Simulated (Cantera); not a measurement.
## Pyrogenic steam for wet oxidation

An isothermal, constant-pressure homogeneous reactor starts with H₂ : O₂ : N₂ = 0.6 : 1 : 1.9 (molar parts), equivalence ratio 0.30, at 950 K and 600 Torr.

Detailed kinetics in Cantera: the H2/O2 subset of GRI-Mech 3.0, which has no nitrogen chemistry. The temperature is held fixed by assumption; the heat of reaction is taken as removed at once.

| t (s) | x H₂ | x O₂ | x O | x H₂O₂ | x HO₂ |
|---|---|---|---|---|---|
| 0.000100 | 0.171 | 0.286 | 3.14e-10 | 1.11e-11 | 6.46e-9 |
| 0.000562 | 0.171 | 0.286 | 7.80e-7 | 1.96e-7 | 2.00e-5 |
| 0.00316 | 0.0998 | 0.258 | 1.15e-7 | 0.000213 | 4.72e-5 |
| 0.0178 | 0.0980 | 0.257 | 2.34e-7 | 0.000474 | 6.53e-5 |
| 0.100 | 0.0727 | 0.247 | 4.24e-7 | 0.00117 | 8.66e-5 |
| 0.562 | 0.00934 | 0.222 | 2.41e-7 | 0.000237 | 3.53e-5 |
| 3.16 | 0.000188 | 0.219 | 4.32e-9 | 6.72e-7 | 1.77e-6 |
| 17.8 | 1.29e-5 | 0.219 | 7.00e-11 | 7.41e-9 | 1.76e-7 |
| 100 | 2.79e-8 | 0.219 | 1.16e-12 | 2.31e-11 | 3.24e-9 |
x: mole fraction; the columns are a selection and need not sum to one.

Equilibrium at this temperature and pressure: H₂ 8.22e-12, O₂ 0.219, O 1.67e-11, H₂O₂ 1.13e-10, HO₂ 5.36e-10 (gas phase only).
